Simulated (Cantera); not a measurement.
## Transport properties of process gases

Gas mixture: N₂ = 0.26 (molar parts), at 0.500 bar, frozen composition.

Cantera's kinetic-theory transport with the Lennard-Jones parameters of GRI-Mech 3.0, ideal gas; thermal conductivity in the multicomponent form.

```tsv
T (K)	ρ (kg/m³)	cp (J/kg/K)	μ (µPa s)	λ (mW/m/K)	Pr	D (cm²/s) CH₄	D (cm²/s) H₂O	D (cm²/s) NH₃
400	0.421	1047	22.3	32.9	0.710	0.757	0.803	0.775
500	0.337	1058	26.1	39.1	0.708	1.11	1.22	1.17
600	0.281	1074	29.6	45.0	0.706	1.52	1.71	1.63
700	0.241	1095	32.8	50.9	0.706	1.98	2.25	2.14
800	0.211	1121	35.8	56.9	0.706	2.48	2.86	2.71
900	0.187	1147	38.7	62.9	0.706	3.02	3.51	3.32
1000	0.168	1169	41.5	68.8	0.706	3.60	4.22	3.98
1100	0.153	1187	44.2	74.3	0.706	4.23	4.98	4.69
```
D: mixture-averaged diffusion coefficient of that species in the mixture.
